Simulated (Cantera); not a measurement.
## Hydrocarbon pyrolysis for carbon deposition

A perfectly stirred reactor is fed with C₂H₆ : H₂ = 1 : 28 (molar parts), at 20.0 Torr; it is held at 1898 K, and followed from long to short residence time.

Computed with Cantera and GRI-Mech 3.0 (53 species, 325 reactions). GRI-Mech 3.0 stops at C3 and has no aromatics, soot or wall deposition, so with more carbon than oxygen in the feed, carbon stays in small species such as C2H2 where larger ones or solid carbon would form. Radical loss at walls, strong at low pressure, is not modelled.

```csv
τ (s),x C₂H₆,x H₂,x CH₂,x H,x CH₃
6.4,1.92e-7,0.962,9.82e-7,0.00464,0.000174
2.6,4.74e-7,0.962,1.48e-6,0.00459,0.000270
1.0,1.24e-6,0.961,2.26e-6,0.00453,0.000429
0.41,3.02e-6,0.959,3.29e-6,0.00450,0.000655
0.16,7.67e-6,0.957,4.81e-6,0.00451,0.00101
0.065,1.84e-5,0.954,6.80e-6,0.00463,0.00149
0.026,4.36e-5,0.951,9.50e-6,0.00488,0.00215
0.010,0.000105,0.947,1.32e-5,0.00529,0.00304
0.0041,0.000236,0.943,1.74e-5,0.00579,0.00403
```
x: mole fraction; the columns are a selection and need not sum to one.
